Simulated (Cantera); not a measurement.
Input: 1 mol SiCl4, 0.61 mol C3H8, 4.1 mol H2, at 10.5 Torr.

These are equilibrium values from Cantera (NASA tables, ideal gas, pure condensed phases), not measurements of a reactor. Candidate condensed phases: C, C6H6, C7H8, C8H18, Si, SiC; 109 gas species. The tables' values for SiCl3, SiCl are old estimates; treat these amounts as uncertain. Equilibrium is a limit: real reactors are often held back by kinetics, nucleation or transport.

Problem. At 1923 K, list the 4 most abundant gas species with their mole fractions, and the condensed phases.

Solution. H2 0.559, HCl 0.400, SiCl2 0.0306, H 0.00595. Condensed: C(graphite) + SiC(s).
